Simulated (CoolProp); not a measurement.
A single-stage vapour-compression cycle with the fluid: evaporating at 250.15 K (dew point), condensing at 297.15 K (bubble point), superheat 2 K, subcooling 8 K, compressor efficiency 0.75, no pressure losses. The same conditions are run with several fluids, on thermodynamics alone (safety and materials aside).

Computed with CoolProp (reference Helmholtz-energy equation of state of each fluid (R134a: Tillner-Roth 1994; R1233zd(E): Akasaka 2022; R123: Younglove 1994; nitrous oxide: Lemmon 2006; isobutane: Bücker 2006; R245fa: Akasaka 2015)).

**Question.** Rank R134a, R1233zd(E), R123, nitrous oxide, isobutane, R245fa by cooling COP, highest first.

**Answer.** R123 (3.59), R1233zd(E) (3.57), R245fa (3.53), isobutane (3.49), R134a (3.45), nitrous oxide (2.81)

```
fluid          pressure ratio  discharge temperature (K)  refrigerating effect (kJ/kg)  volumetric capacity (kJ/m³)
-------------  --------------  -------------------------  ----------------------------  ---------------------------
R134a                    5.55                      319.4                           164                          976
R1233zd(E)               7.94                      318.2                           170                          170
R123                     8.67                      319.5                           153                          114
nitrous oxide            3.37                      352.3                           201                         8430
isobutane                5.34                      309.8                           289                          527
R245fa                   8.62                      312.7                           169                          181
```
